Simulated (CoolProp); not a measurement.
Model: reference Helmholtz-energy equation of state, de Reuck 1993, in CoolProp.

**Question.** For methanol, give the phase and the speed of sound (m/s) at 336.4 K and 101 bar; 618.7 K and 0.979 bar; 246 K and 86.3 bar.

**Answer.** 
- 336.4 K and 101 bar: liquid; speed of sound 1050
- 618.7 K and 0.979 bar: gas; speed of sound 427
- 246 K and 86.3 bar: liquid; speed of sound 1320
